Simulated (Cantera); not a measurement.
Input: 1 mol B, 0.48 mol NH₃, equilibrated at 1.70 mbar.

These are equilibrium values from Cantera (NASA tables, ideal gas, pure condensed phases), not measurements of a reactor. Candidate condensed phases: B, BN; 15 gas species. Mutual solubility and eutectic melting of coexisting phases are not modelled. The tables' values for BH₂ are old estimates; treat these amounts as uncertain. Kinetics and transport are ignored.

x: gas mole fraction; n: condensed amount in mol.

```tsv
T (K)	x H₂	x N₂	x H	x BH₂	x B	x BH	n B(s)	n BN(s)
1323	1.000	1.50e-8	3.85e-5	1.23e-6	2.86e-12	1.15e-11	0.520	0.480
1423	1.000	3.67e-7	0.000161	4.27e-6	1.01e-10	1.87e-10	0.520	0.480
1523	0.999	5.87e-6	0.000560	1.25e-5	2.24e-9	2.10e-9	0.520	0.480
1623	0.998	?	?	3.19e-5	?	?	0.520	0.480
1723	0.995	0.000566	0.00441	7.29e-5	3.67e-7	1.13e-7	0.521	0.479
1823	0.986	?	?	0.000151	?	?	0.525	0.474
1923	0.956	0.0209	0.0223	0.000282	2.07e-5	2.56e-6	0.551	0.449
2023	0.860	0.0972	0.0427	0.000458	0.000114	9.22e-6	0.678	0.321
2123	0.686	0.241	0.0721	0.000624	0.000538	2.75e-5	0.999	0
```

Task: Some entries are withheld; supply them.

Result: 
- 1823, x N₂: 0.00381
- 1823, x H: 0.0104
- 1823, x B: 3.08e-6
- 1823, x BH: 5.90e-7
- 1623, x N₂: 6.65e-5
- 1623, x H: 0.00167
- 1623, x B: 3.36e-8
- 1623, x BH: 1.74e-8
